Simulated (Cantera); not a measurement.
Input: 1 mol SiH4, 4.5 mol N2, held at 0.133 bar.

Cantera equilibrium calculation (NASA polynomials, part measured and part estimated; ideal gas, pure solids and liquids). Candidate condensed phases: Si, Si3N4; 18 gas species. Gases not in the tables: Si2H6 and higher silanes. Rates play no part.

Problem. Which condensed phases are stable at each of these points (T (K)): 1750, 1775, 1800, 1825, 1850, 1875, 1900, 1925, 1950, 1975, 2000, 2025, 2050?

Solution. 
```
T (K)  condensed phases  Si condensed (%)
-----  ----------------  ----------------
1750           Si3N4(s)             100.0
1775           Si3N4(s)             100.0
1800           Si3N4(s)             100.0
1825           Si3N4(s)             100.0
1850           Si3N4(s)             100.0
1875           Si3N4(s)             100.0
1900           Si3N4(s)              99.9
1925           Si3N4(s)              99.9
1950           Si3N4(s)              99.8
1975              Si(l)              99.7
2000              Si(l)              99.7
2025              Si(l)              99.6
2050              Si(l)              99.4
```

From 1750 K to 1950 K the condensed part is Si3N4(s). From 1975 K to 2050 K the condensed part is Si(l).
